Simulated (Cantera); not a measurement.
Adiabatic ignition

An adiabatic, constant-volume homogeneous reactor starts with CO : H₂ : O₂ : N₂ = 1 : 0.62 : 1.08 : 4.06 (molar parts), equivalence ratio 0.75, at 1400 K and 2700000 Pa.

Detailed kinetics in Cantera: GRI-Mech 3.0 (53 species, 325 reactions). The hydrogen kinetics of GRI-Mech 3.0 are dated; newer H2 mechanisms differ, most at raised pressure. The pressure lies above the range GRI-Mech 3.0 was tuned for (to about 10 atm). Above 3000 K some thermodynamic fits are extrapolated.

```csv
t (s),T (K),P (bar),x CO,x H₂,x O₂,x N₂O,x OH
2.00e-6,1431,27.5,0.148,0.0884,0.157,8.28e-9,0.000158
5.70e-6,3091,53.9,0.0344,0.00314,0.0557,7.74e-6,0.0161
1.62e-5,3079,53.7,0.0342,0.00314,0.0525,7.77e-6,0.0156
4.62e-5,3064,53.4,0.0340,0.00314,0.0481,8.08e-6,0.0148
0.000132,3058,53.2,0.0339,0.00314,0.0464,8.29e-6,0.0145
0.000375,3057,53.2,0.0339,0.00314,0.0464,8.29e-6,0.0145
0.00107,3057,53.2,0.0339,0.00314,0.0464,8.29e-6,0.0145
0.00304,3057,53.2,0.0339,0.00314,0.0464,8.29e-6,0.0145
0.00866,3057,53.2,0.0339,0.00314,0.0464,8.29e-6,0.0145
0.0247,3057,53.2,0.0339,0.00314,0.0464,8.29e-6,0.0145
0.0702,3057,53.2,0.0339,0.00314,0.0464,8.29e-6,0.0145
0.200,3057,53.2,0.0339,0.00314,0.0464,8.29e-6,0.0145
```
x: mole fraction; the columns are a selection and need not sum to one.

The time of steepest temperature rise is 2.55 µs, the temperature at 0.200 s is 3057 K and the equilibrium temperature is 3057 K. The x(CO) at 0.200 s comes out as 0.0339 (gas-phase equilibrium 0.0339). The x(H₂) at 0.200 s is 0.00314 (gas-phase equilibrium 0.00314). The x(O₂) at 0.200 s comes out as 0.0464 (gas-phase equilibrium 0.0464).
